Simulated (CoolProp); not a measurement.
Vapour-liquid equilibrium of isohexane (1) + n-heptane (2) at 18.55 °C; x and y are mole fractions of (1).

Values from CoolProp's multi-fluid Helmholtz-energy mixture model, Lemmon 2006 and Span 2003; pair parameters Bell 2016.

Give the bubble pressure and the first vapour's composition at x = 0.35, 0.65, 0.725. Is there an azeotrope?

x = 0.35: 0.01034 MPa, y = 0.721; x = 0.65: 0.01542 MPa, y = 0.898; x = 0.725: 0.01671 MPa, y = 0.926. No azeotrope shows between x = 0.05 and 0.95.

Pair parameters are fitted to limited data, so mixtures are less certain than the pure fluids. The gap from Raoult's law changes sign with composition, which may be real or a fault of the pair parameters; it wasn't checked against measurements.
